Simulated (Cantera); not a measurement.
**Thermodynamics of oxide etching and cleaning by halides, feed Al2O3 + Cl2 + N2 + HCl**

Charge: 1 mol Al2O3, 23 mol Cl2, 56 mol N2, 7.1 mol HCl, equilibrated at 1150 °C.

Method: chemical equilibrium by Gibbs-energy minimisation in Cantera with the NASA 1993 tables (ideal gas, pure condensed phases). Candidate condensed phases: Al, AlCl3, AlN, Al2O3, H2O, NH4Cl; 45 gas species. Kinetics and transport are ignored.

| P (Pa) | x N2 | x Cl | x Cl2 | x HCl | x AlCl3 | n Al2O3(s) |
|---|---|---|---|---|---|---|
| 1 | 0.514 | 0.419 | 0.00153 | 0.0652 | 0.000150 | 0.992 |
| 4.20 | 0.517 | 0.411 | 0.00619 | 0.0655 | 0.000397 | 0.978 |
| 18 | 0.526 | 0.383 | 0.0230 | 0.0667 | 0.000984 | 0.948 |
| 75 | 0.548 | 0.315 | 0.0648 | 0.0694 | 0.00194 | 0.901 |
| 320 | 0.580 | 0.214 | 0.127 | 0.0736 | 0.00281 | 0.864 |
| 1300 | 0.609 | 0.127 | 0.182 | 0.0772 | 0.00313 | 0.856 |
| 5600 | 0.628 | 0.0671 | 0.220 | 0.0796 | 0.00299 | 0.867 |
| 24000 | 0.639 | 0.0340 | 0.242 | 0.0810 | 0.00264 | 0.885 |
| 100000 | 0.644 | 0.0170 | 0.253 | 0.0816 | 0.00224 | 0.902 |
x: gas mole fraction; n: condensed amount in mol.

From 1.00 Pa to 1.00 bar the condensed part is Al2O3(s). The main Al-bearing gas is AlCl3 throughout. The share of Al in condensed phases is highest at 1.00 Pa (99.2 %) and lowest at 13.0 mbar (85.6 %).
